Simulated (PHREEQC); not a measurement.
Solution A (3.1 mmol/kgw H3BO3, 0.19 mmol/kgw NaOH and 4 mmol/kgw KCl) is mixed with solution B (0.0096 mol/kgw Ni(NO3)2) at 25 °C; shares are by mass of water, 1 kg in all. Oxygen alone is held at its pressure in air (log pO2 = -0.68). CO2 from the air is kept out. The run lets Ni(OH)2, Halite precipitate or redissolve, and no other solid.

The series has 11 steps of share of solution B, from 0 to 1.

Equilibrium calculation in PHREEQC: ion-association model, wateq4f.dat.

### Question
Which solids form, in which order, and at which step of the series does each first stand?

### Answer
Ni(OH)2 from share of solution B = 0.1 (pH 7.00), last present at share of solution B = 0.9.

Species that the database lacks are ignored. The database's Ni(OH)2 is the aged solid; a fresh precipitate is more soluble.
